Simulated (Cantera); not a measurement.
# Pyrogenic steam for wet oxidation

An isothermal, constant-pressure homogeneous reactor starts with 14.2 % H2, 42.9 % O2, 42.9 % N2, equivalence ratio 0.17, at 1073 K and 0.987 atm.

Model: the H2/O2 subset of GRI-Mech 3.0, which has no nitrogen chemistry, integrated in Cantera. The temperature is held fixed by assumption; the heat of reaction is taken as removed at once.

```json
[
 {"t (s)": "7.00e-5", "x H2": "0.107", "x O2": "0.415", "x O": "0.00321", "x H": "0.00625", "x H2O2": "1.39e-5", "x OH": "0.00227"},
 {"t (s)": "0.000186", "x H2": "0.0165", "x O2": "0.390", "x O": "0.000147", "x H": "4.70e-5", "x H2O2": "6.21e-5", "x OH": "0.000139"},
 {"t (s)": "0.000493", "x H2": "0.0126", "x O2": "0.389", "x O": "1.81e-5", "x H": "4.37e-6", "x H2O2": "0.000144", "x OH": "1.69e-5"},
 {"t (s)": "0.00131", "x H2": "0.00994", "x O2": "0.389", "x O": "1.26e-5", "x H": "2.64e-6", "x H2O2": "0.000185", "x OH": "1.29e-5"},
 {"t (s)": "0.00347", "x H2": "0.00600", "x O2": "0.387", "x O": "8.42e-6", "x H": "1.25e-6", "x H2O2": "0.000133", "x OH": "1.01e-5"},
 {"t (s)": "0.00921", "x H2": "0.00239", "x O2": "0.386", "x O": "3.86e-6", "x H": "3.18e-7", "x H2O2": "4.21e-5", "x OH": "6.44e-6"},
 {"t (s)": "0.0244", "x H2": "0.000632", "x O2": "0.386", "x O": "9.24e-7", "x H": "4.15e-8", "x H2O2": "5.79e-6", "x OH": "3.23e-6"},
 {"t (s)": "0.0648", "x H2": "0.000142", "x O2": "0.386", "x O": "1.14e-7", "x H": "3.64e-9", "x H2O2": "4.73e-7", "x OH": "1.28e-6"},
 {"t (s)": "0.172", "x H2": "3.22e-5", "x O2": "0.386", "x O": "1.19e-8", "x H": "3.37e-10", "x H2O2": "3.49e-8", "x OH": "5.06e-7"},
 {"t (s)": "0.456", "x H2": "5.45e-6", "x O2": "0.386", "x O": "1.30e-9", "x H": "3.31e-11", "x H2O2": "2.13e-9", "x OH": "2.72e-7"},
 {"t (s)": "1.21", "x H2": "1.42e-7", "x O2": "0.386", "x O": "2.39e-10", "x H": "1.20e-12", "x H2O2": "2.19e-10", "x OH": "3.16e-7"},
 {"t (s)": "3.21", "x H2": "1.69e-10", "x O2": "0.386", "x O": "7.01e-10", "x H": "<1e-12", "x H2O2": "5.77e-10", "x OH": "5.95e-7"},
 {"t (s)": "8.52", "x H2": "1.64e-10", "x O2": "0.386", "x O": "7.78e-10", "x H": "<1e-12", "x H2O2": "6.38e-10", "x OH": "6.27e-7"},
 {"t (s)": "22.6", "x H2": "1.64e-10", "x O2": "0.386", "x O": "7.78e-10", "x H": "<1e-12", "x H2O2": "6.38e-10", "x OH": "6.27e-7"},
 {"t (s)": "60.0", "x H2": "1.64e-10", "x O2": "0.386", "x O": "7.78e-10", "x H": "<1e-12", "x H2O2": "6.38e-10", "x OH": "6.27e-7"}
]
```
x: mole fraction; the columns are a selection and need not sum to one.

Equilibrium at this temperature and pressure: H2 1.64e-10, O2 0.386, O 7.78e-10, H <1e-12, H2O2 6.38e-10, OH 6.27e-7 (gas phase only).
